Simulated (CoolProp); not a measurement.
Properties of R1132(E) along the isotherm -28.15 °C (Tc = 75.7 °C, pc = 5.174 MPa, ω = 0.245).

Model: reference Helmholtz-energy equation of state, Akasaka 2024, in CoolProp.

```
p (MPa)   phase        Z  isothermal compressibility (1/MPa)  expansivity (1/kK)
-------  ------  -------  ----------------------------------  ------------------
0.542    liquid  0.01573                            0.002294               2.469
1.08     liquid  0.03131                            0.002262               2.447
1.62     liquid  0.04691                            0.002232               2.426
2.17     liquid  0.06276                            0.002202               2.405
2.71     liquid  0.07828                            0.002173               2.385
3.25     liquid  0.09377                            0.002145               2.365
```
